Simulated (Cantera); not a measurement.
An isothermal, constant-pressure homogeneous reactor starts with 2.17 % CH₄, 97.8 % N₂, at 1450 K and 0.0133 bar.

Detailed kinetics in Cantera: GRI-Mech 3.0 (53 species, 325 reactions). GRI-Mech 3.0 stops at C3 and has no aromatics, soot or wall deposition, so with more carbon than oxygen in the feed, carbon stays in small species such as C2H2 where larger ones or solid carbon would form. Radical loss at walls, strong at low pressure, is not modelled.

x: mole fraction; the columns are a selection and need not sum to one.

| t (s) | x CH₄ | x C₂H₂ | x CH₃ | x CH₂ | x C₂H₄ | x C₂H |
|---|---|---|---|---|---|---|
| 2.00e-5 | 0.0217 | <1e-12 | 7.02e-10 | <1e-12 | <1e-12 | <1e-12 |
| 6.07e-5 | 0.0217 | <1e-12 | 2.31e-9 | <1e-12 | <1e-12 | <1e-12 |
| 0.000184 | 0.0217 | <1e-12 | 8.27e-9 | <1e-12 | <1e-12 | <1e-12 |
| 0.000558 | 0.0217 | <1e-12 | 3.10e-8 | <1e-12 | <1e-12 | <1e-12 |
| 0.00169 | 0.0217 | <1e-12 | 1.07e-7 | <1e-12 | <1e-12 | <1e-12 |
| 0.00514 | 0.0217 | <1e-12 | 3.38e-7 | <1e-12 | 7.18e-12 | <1e-12 |
| 0.0156 | 0.0217 | <1e-12 | 1.04e-6 | 2.30e-12 | 2.16e-10 | <1e-12 |
| 0.0473 | 0.0217 | 2.71e-11 | 3.16e-6 | 1.88e-11 | (withheld) | <1e-12 |
| 0.143 | 0.0217 | 2.35e-9 | 9.50e-6 | 1.61e-10 | (withheld) | <1e-12 |
| 0.435 | 0.0217 | 2.04e-7 | 2.78e-5 | 1.31e-9 | (withheld) | <1e-12 |
| 1.32 | 0.0214 | 1.70e-5 | 7.37e-5 | 8.61e-9 | (withheld) | 1.24e-11 |
| 4.00 | 0.0189 | 0.000750 | 0.000111 | 2.13e-8 | (withheld) | 3.78e-10 |

Task: Fill in the missing entries.

Result: 
- 0.0473, x C₂H₄: 6.13e-9
- 0.143, x C₂H₄: 1.69e-7
- 0.435, x C₂H₄: 4.37e-6
- 1.32, x C₂H₄: 9.03e-5
- 4.00, x C₂H₄: 0.000556
